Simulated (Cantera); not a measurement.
Input (Python, Cantera) and output of one run.

```python
import numpy as np
import cantera as ct

gas_names = """
    B BF BF2 BF3 BH BHF2 BH2 BH3 BN B2 F F2 H HF H2 H2F2 H3F3 H4F4 H5F5 H6F6 H7F7 N NF NF2 NF3 NH NH2
    NH3 N2 N2H2 N2H4
""".split()
cond_names = """
    B(b) B(L) BN(s)
""".split()


# ... load() reads the species with a 1 bar reference pressure and builds the phases ...
atoms = {
    'BF3': {'B': 1, 'F': 3},
    'NH3': {'N': 1, 'H': 3},
}
top_T = {'BN(s)': 3200}  # K; cautious upper limits of use, not melting points


# ... equilibrate(T, P, feed) seeds the gas with the atoms and calls Mixture.equilibrate('TP', solver="vcs", rtol=1e-11, max_steps=5000) ...
results = []
feed = {'BF3': 1, 'NH3': 0.67}  # mol
T = 1248  # K
P = 20000  # Pa
mix = equilibrate(T, P, feed)
results.append((T, P, feed, dict(zip(mix.species_names, mix.species_moles))))
print(gas.report(threshold=1e-05))
for i in range(1, mix.n_phases):
    print(f"{mix.phase(i).name:16s} {mix.phase_moles(i):12.5e} mol")
```

It prints:

```
       temperature   1248 K
          pressure   20000 Pa
           density   0.064861 kg/m^3
  mean mol. weight   33.651 kg/kmol
   phase of matter   gas

                          1 kg             1 kmol
                     ---------------   ---------------
          enthalpy       -1.3026e+07       -4.3833e+08  J
   internal energy       -1.3334e+07       -4.4871e+08  J
           entropy            8297.2        2.7921e+05  J/K
    Gibbs function        -2.338e+07       -7.8679e+08  J
 heat capacity c_p            1521.2             51191  J/K
 heat capacity c_v            1274.1             42877  J/K

                      mass frac. Y      mole frac. X     chem. pot. / RT
                     ---------------   ---------------   ---------------
               BF2        2.3703e-05        1.6342e-05           -103.03
               BF3           0.84321           0.41848           -147.57
              BHF2         0.0010862        0.00073374           -113.31
                HF          0.014919          0.025094           -54.825
                H2          0.024956           0.41657           -20.569
                N2            0.1158            0.1391           -29.047
     [  +25 minor]        1.5913e-06        3.7708e-06

B(b)              0.00000e+00 mol
BN(s)             1.89880e-02 mol
```

Equilibrium computed with Cantera from the NASA thermochemical tables; the gas is ideal and each condensed phase is pure. The tables' values for BF2 are old estimates; treat these amounts as uncertain.
